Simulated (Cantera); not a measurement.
## Transport properties of process gases

Gas mixture: C3H8 : CH3OH : CO : N2 = 0.46 : 0.93 : 0.59 : 0.68 (molar parts), at 13300 Pa, frozen composition.

Cantera's kinetic-theory transport with the Lennard-Jones parameters of GRI-Mech 3.0, ideal gas; thermal conductivity in the multicomponent form. Polar gases are described roughly by these parameters. The composition is frozen, though it would react at the higher temperatures.

```tsv
T (K)	ρ (kg/m³)	cp (J/kg/K)	μ (µPa s)	λ (mW/m/K)	Pr	D (cm²/s) H	D (cm²/s) OH	D (cm²/s) O
400	0.129	1498	15.7	30.5	0.774	12.4	3.22	3.29
650	0.0794	1953	23.6	58.2	0.794	29.6	7.51	7.66
900	0.0574	2287	30.5	86.9	0.801	51.9	13.1	13.3
1150	0.0449	2529	36.5	115	0.804	78.8	19.7	20.1
1400	0.0369	2703	41.9	141	0.806	110	27.4	28.0
1650	0.0313	2835	47.0	165	0.807	145	36.0	36.8
1900	0.0272	2934	51.7	188	0.807	183	45.6	46.5
2150	0.0240	3007	56.2	209	0.807	225	56.0	57.1
```
D: mixture-averaged diffusion coefficient of that species in the mixture.
